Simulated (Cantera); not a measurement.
Cantera run:

```python
import numpy as np
import cantera as ct

gas_names = """
    Br Br2 H HBr H2 Si SiBr SiBr2 SiBr3 SiBr4 SiH SiHBr3 SiH2 SiH2Br2 SiH3 SiH3Br SiH4 Si2 Si3
""".split()
cond_names = """
    Br2(cr) Br2(L) Si(cr) Si(L)
""".split()


# ... load() reads the species with a 1 bar reference pressure and builds the phases ...
atoms = {
    'Si': {'Si': 1},
    'HBr': {'H': 1, 'Br': 1},
}
top_T = {}  # K; cautious upper limits of use, not melting points


# ... equilibrate(T, P, feed) seeds the gas with the atoms and calls Mixture.equilibrate('TP', solver="vcs", rtol=1e-11, max_steps=5000) ...
results = []
feed = {'Si': 1, 'HBr': 11}  # mol
P = 100000  # Pa
for T in [700, 800, 900, 1000, 1100, 1200, 1300, 1400, 1500]:
    mix = equilibrate(T, P, feed)
    results.append((T, P, feed, dict(zip(mix.species_names, mix.species_moles))))
    x = sorted(zip(gas.X, gas.species_names), reverse=True)
    print(f"T = {T:g} K  P = {P:g} Pa  gas = {mix.phase_moles(0):.4g} mol")
    print("   x: " + "  ".join(f"{s} {v:.3e}" for v, s in x if v > 1e-05))
    print("   condensed (mol): " + ("  ".join(f"{mix.phase(i).name} {mix.phase_moles(i):.4g}"
          for i in range(1, mix.n_phases) if mix.phase_moles(i) > 1e-12) or "none"))
```

Result:

```
T = 700 K  P = 100000 Pa  gas = 10 mol
   x: HBr 7.000e-01  H2 2.000e-01  SiBr4 1.000e-01
   condensed (mol): none
T = 800 K  P = 100000 Pa  gas = 10 mol
   x: HBr 7.000e-01  H2 2.000e-01  SiBr4 9.999e-02  SiHBr3 1.420e-05
   condensed (mol): none
T = 900 K  P = 100000 Pa  gas = 10 mol
   x: HBr 7.000e-01  H2 2.000e-01  SiBr4 9.995e-02  SiHBr3 4.589e-05
   condensed (mol): none
T = 1000 K  P = 100000 Pa  gas = 10 mol
   x: HBr 7.001e-01  H2 1.999e-01  SiBr4 9.988e-02  SiHBr3 1.164e-04
   condensed (mol): none
T = 1100 K  P = 100000 Pa  gas = 10 mol
   x: HBr 7.002e-01  H2 1.997e-01  SiBr4 9.970e-02  SiHBr3 2.479e-04  SiBr3 4.464e-05  Br 3.186e-05
   condensed (mol): none
T = 1200 K  P = 100000 Pa  gas = 10 mol
   x: HBr 7.004e-01  H2 1.994e-01  SiBr4 9.928e-02  SiHBr3 4.623e-04  SiBr3 2.096e-04  Br 1.282e-04  SiBr2 3.016e-05
   condensed (mol): none
T = 1300 K  P = 100000 Pa  gas = 10.01 mol
   x: HBr 7.010e-01  H2 1.987e-01  SiBr4 9.813e-02  SiHBr3 7.732e-04  SiBr3 7.641e-04  Br 4.182e-04  SiBr2 2.476e-04  Br2 2.259e-05
   condensed (mol): none
T = 1400 K  P = 100000 Pa  gas = 10.03 mol
   x: HBr 7.028e-01  H2 1.963e-01  SiBr4 9.485e-02  SiBr3 2.236e-03  SiBr2 1.437e-03  Br 1.163e-03  SiHBr3 1.159e-03  Br2 4.719e-05
   condensed (mol): none
T = 1500 K  P = 100000 Pa  gas = 10.1 mol
   x: HBr 7.085e-01  H2 1.895e-01  SiBr4 8.636e-02  SiBr2 5.926e-03  SiBr3 5.204e-03  Br 2.879e-03  SiHBr3 1.496e-03  Br2 9.272e-05  SiH2Br2 1.246e-05
   condensed (mol): none
```

Method: chemical equilibrium by Gibbs-energy minimisation in Cantera with the NASA 1993 tables (ideal gas, pure condensed phases). The tables' values for SiBr3 are old estimates; treat these amounts as uncertain.
